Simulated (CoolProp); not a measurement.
Saturated liquid density (kg/m³) of normal hydrogen: the reference equation beside estimates from Tc = -240.0 °C, pc = 1.296 MPa, ω = -0.219.

Model: reference Helmholtz-energy equation of state, Leachman 2009, in CoolProp.

```csv
T (°C),reference,Redlich-Kwong,Soave-Redlich-Kwong,Peng-Robinson
-252.95,71.04,85.39,79.05,88.99
-251.55,69.39,82.32,76.07,85.67
-250.25,67.73,79.23,[?],82.38
-248.85,65.76,75.59,69.72,78.55
-247.45,63.58,71.59,66.05,74.39
-246.05,61.12,67.14,[?],69.79
-244.65,58.27,62.10,57.54,64.63
-243.35,55.09,56.68,52.79,[?]
-241.95,[?],49.55,46.60,51.92
-240.55,43.10,39.17,37.68,41.51
```

Question: Fill in the missing entries.

Answer: 
- -250.25, Soave-Redlich-Kwong: 73.12
- -246.05, Soave-Redlich-Kwong: 62.03
- -243.35, Peng-Robinson: 59.12
- -241.95, reference: 50.64

Absolute difference from the reference over all 10 rows, mean and median: Redlich-Kwong 11.4 and 11.2 %, Soave-Redlich-Kwong 6.6 and 7.0 %, Peng-Robinson 14.5 and 15.6 %.
